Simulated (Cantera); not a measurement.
Input: 1 mol HMDSO, 2.2 mol O3, 7 mol H2, at 7.50 Torr.

Equilibrium computed with Cantera from the NASA thermochemical tables; the gas is ideal and each condensed phase is pure. Candidate condensed phases: C, C6H6, C7H8, C8H18, H2O, Si, SiC, SiO2; 123 gas species. The feed counts by its element totals alone. The numbers say what is thermodynamically allowed, not how fast it happens.

Q: At 1400 °C, list the 4 most abundant gas species with their mole fractions, and the condensed phases.

A: H2 0.677, CO 0.246, SiO 0.0762, H 0.000937. Condensed: SiC(s).
